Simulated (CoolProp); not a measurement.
Nitrous oxide along the isotherm 344.6 K: Z from the reference equation and from simpler models built on Tc = 309.5 K, pc = 7245 kPa, ω = 0.161; each cubic takes its own stable root.

Model: reference Helmholtz-energy equation of state, Lemmon 2006, in CoolProp. It is a short technical equation, of lower accuracy than the large ones.

```csv
p (kPa),phase,reference,van der Waals,Soave-Redlich-Kwong,Peng-Robinson
158,gas,0.9946,0.9950,0.9948,0.9940
300,gas,0.9898,0.9905,0.9900,0.9886
568,gas,0.9806,0.9819,0.9810,0.9784
1080,gas,0.9628,0.9651,0.9636,?
2040,gas,?,?,0.9302,0.9208
3870,gas,0.8594,0.8642,0.8630,0.8461
7340,supercritical,0.7087,0.7023,0.7201,0.6919
13900,supercritical,0.4241,?,0.4836,0.4507
26400,supercritical,0.5368,0.6817,0.5941,?
50000,supercritical,0.8619,1.125,0.9140,0.8267
```

Problem. Complete the blanks.

Solution. 
- 1080, Peng-Robinson: 0.9586
- 2040, reference: 0.9286
- 2040, van der Waals: 0.9323
- 13900, van der Waals: 0.4608
- 26400, Peng-Robinson: 0.5410
